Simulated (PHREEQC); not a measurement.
Solution A (0.031 mol/kgw CsOH) is mixed with solution B (1.1 mmol/kgw HF, 160 mmol/kgw (CH3)4NF and 0.11 mmol/kgw (NH4)2SiF6) at 25 °C; shares are by mass of water, 1 kg in all. Oxygen alone is held at its pressure in air (log pO2 = -0.68). The system is closed to CO2. Only these solids could form: Quartz.

The numbers come from PHREEQC with the ion-association model, wateq4f.dat.

Problem. Predict pH at share of solution B = 0.1, 0.2, 0.6, 0.8, 1.

Solution. 
```csv
share of solution B,pH
0.1,12.36
0.2,12.29
0.6,11.93
0.8,11.54
1,5.40
```

(CH3)4N+ isn't in the database: it is added as a free cation with an ion size of 4 Å. SiF6-2 is the database's only silicon fluoride.
